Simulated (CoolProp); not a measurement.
Vapour pressure (bar) of sulfur hexafluoride: the reference equation beside estimates from Tc = 318.7 K, pc = 37.55 bar, ω = 0.210.

Model: reference Helmholtz-energy equation of state, Guder 2009, in CoolProp.

```tsv
T (K)	reference	Redlich-Kwong	Soave-Redlich-Kwong
239.5	4.322	5.812	4.408
244.8	…	6.861	5.320
250	6.220	…	…
255.2	7.361	9.292	7.513
260.4	8.651	…	8.830
265.6	10.10	…	10.31
270.8	…	13.96	11.97
276.1	13.57	15.85	13.84
281.3	15.58	17.86	15.89
286.5	…	20.04	18.14
291.7	20.25	22.39	20.61
296.9	22.95	24.92	23.32
302.2	25.97	27.68	26.34
307.4	29.23	30.58	…
312.6	32.82	33.66	33.06
```

### Question
What belongs in the gaps?

### Answer

- 244.8, reference: 5.215
- 250, Redlich-Kwong: 8.013
- 250, Soave-Redlich-Kwong: 6.346
- 260.4, Redlich-Kwong: 10.71
- 265.6, Redlich-Kwong: 12.26
- 270.8, reference: 11.72
- 286.5, reference: 17.80
- 307.4, Soave-Redlich-Kwong: 29.57

Absolute difference from the reference over all 15 rows, mean and median: Redlich-Kwong 17.5 and 16.8 %, Soave-Redlich-Kwong 1.8 and 2.0 %.
